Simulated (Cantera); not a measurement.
Standard-state values (1 bar) from the NASA 1993 polynomials, evaluated with Cantera. Values are per mole of reaction as written; species without (g) are pure solids or liquids, kept so even where they would boil at 1 bar.

Zr + O₂(g) = ZrO₂(g), with ΔH° = -286.2 kJ and ΔS° = 29.7 J/K at 300 K.

Question: How far is the shortcut ΔG° ≈ ΔH°(300 K) − T·ΔS°(300 K) from the full temperature-dependent value at 548, 748, 948, 1148, 1348, 1548, 1748, 1948, 2148 K?

Answer: 
| T (K) | shortcut (kJ) | full (kJ) | difference (kJ) | difference in log10 K | condensed phases |
|---|---|---|---|---|---|
| 548 | -302.5 | -301.9 | -0.6 | 0.06 | Zr(α) |
| 748 | -308.4 | -306.8 | -1.6 | 0.11 | Zr(α) |
| 948 | -314.3 | -311.3 | -3.0 | 0.16 | Zr(α) |
| 1148 | -320.3 | -315.5 | -4.8 | 0.22 | Zr(β) |
| 1348 | -326.2 | -318.6 | -7.6 | 0.29 | Zr(β) |
| 1548 | -332.1 | -321.5 | -10.6 | 0.36 | Zr(β) |
| 1748 | -338.1 | -324.1 | -13.9 | 0.42 | Zr(β) |
| 1948 | -344.0 | -326.5 | -17.5 | 0.47 | Zr(β) |
| 2148 | -349.9 | -328.4 | -21.5 | 0.52 | Zr(l) |
The shortcut ignores heat capacities and the phase changes listed.
